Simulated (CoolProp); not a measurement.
Vapour-liquid equilibrium of n-pentane (1) + benzene (2) at 76.65 °C; x and y are mole fractions of (1).

Model: multi-fluid Helmholtz-energy mixture model, Thol 2019 and Thol 2012; pair parameters Bell 2016, in CoolProp.

```tsv
x	bubble pressure, mixture model (kPa)	bubble pressure, Raoult's law (kPa)	y, mixture model	y, Raoult's law
0.05	113.1	103.4	0.227	0.163
0.15	(withheld)	128.1	0.465	0.396
0.25	179.9	152.8	0.592	0.553
0.35	(withheld)	177.5	(withheld)	0.666
0.45	227.9	202.2	0.741	0.752
0.55	(withheld)	226.9	0.794	0.819
0.65	268.6	251.6	0.842	0.873
0.75	288.2	276.2	(withheld)	0.918
0.85	307.9	300.9	0.932	0.955
0.95	(withheld)	325.6	(withheld)	0.986
```

What belongs in the gaps?


- 0.15, bubble pressure, mixture model (kPa): 149.9
- 0.35, bubble pressure, mixture model (kPa): 205.3
- 0.35, y, mixture model: 0.677
- 0.55, bubble pressure, mixture model (kPa): 248.7
- 0.75, y, mixture model: 0.887
- 0.95, bubble pressure, mixture model (kPa): 327.8
- 0.95, y, mixture model: 0.977

The largest gap from Raoult's law is +17.7 % in bubble pressure, at x = 0.25. No azeotrope shows between x = 0.05 and 0.95.

The pair parameters rest on a limited set of measurements; away from them the model extrapolates.
